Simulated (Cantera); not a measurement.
A perfectly stirred reactor is fed with 20.0 % NO, 80.0 % N2, at 1.00 bar; it is held at 2200 K, and followed from long to short residence time.

Model: GRI-Mech 3.0 (53 species, 325 reactions), integrated in Cantera.

x: mole fraction; the columns are a selection and need not sum to one.

```
τ (s)         x NO   x N2       x N2O         x O        x O2       x NO2
------  ----------  -----  ----------  ----------  ----------  ----------
7.3         0.0143  0.892     5.90e-7    0.000828      0.0924     1.21e-5
3.3     (withheld)  0.890  (withheld)    0.000816      0.0896  (withheld)
1.5         0.0301  0.885     9.04e-7    0.000794      0.0845     2.43e-5
0.69        0.0483  0.875     1.57e-6    0.000753      0.0754     3.70e-5
0.32        0.0774  0.861     3.32e-6    0.000682      0.0609     5.35e-5
0.14         0.119  0.840     7.36e-6    0.000566      0.0401     6.78e-5
0.066        0.155  0.822     1.24e-5    0.000442      0.0223     6.82e-5
0.030        0.179  0.810     1.67e-5    0.000332      0.0103     5.84e-5
0.014        0.191  0.805     1.90e-5    0.000262     0.00452     4.85e-5
0.0063       0.196  0.802     2.00e-5  (withheld)  (withheld)  (withheld)
0.0029       0.198  0.801     2.01e-5    0.000187    0.000756     3.55e-5
```

What belongs in the gaps?


- 3.3, x NO: 0.0198
- 3.3, x N2O: 6.71e-7
- 3.3, x NO2: 1.65e-5
- 0.0063, x O: 0.000217
- 0.0063, x O2: 0.00187
- 0.0063, x NO2: 4.10e-5
